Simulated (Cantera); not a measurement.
# Equilibrium for carbon deposition, reforming and gasification: CH4 + CO2 + H2

Charge: 1 mol CH4, 0.52 mol CO2, 2.1 mol H2.

Equilibrium computed with Cantera from the NASA thermochemical tables; the gas is ideal and each condensed phase is pure. Candidate condensed phases: C, C6H6, C7H8, C8H18, H2O; 110 gas species. The ideal-gas law is rough above about 30 bar. Kinetics and transport are ignored.

Stable condensed phases:

```
T in °C \ P in Pa
               10       46      220     1000     4600    22000   100000   460000  2200000 10000000
   2502         A        A        B        B        B        B        B        B        B        B
   2402         A        B        B        B        B        B        B        B        B        B
   2302         A        B        B        B        B        B        B        B        B        B
   2202         B        B        B        B        B        B        B        B        B        B
   2102         B        B        B        B        B        B        B        B        B        B
   2002         B        B        B        B        B        B        B        B        B        B
   1902         B        B        B        B        B        B        B        B        B        B
   1802         B        B        B        B        B        B        B        B        B        B
   1702         B        B        B        B        B        B        B        B        B        B
   1602         B        B        B        B        B        B        B        B        B        B
   1502         B        B        B        B        B        B        B        B        B        B
   1402         B        B        B        B        B        B        B        B        B        B
```

A: gas only; B: C.
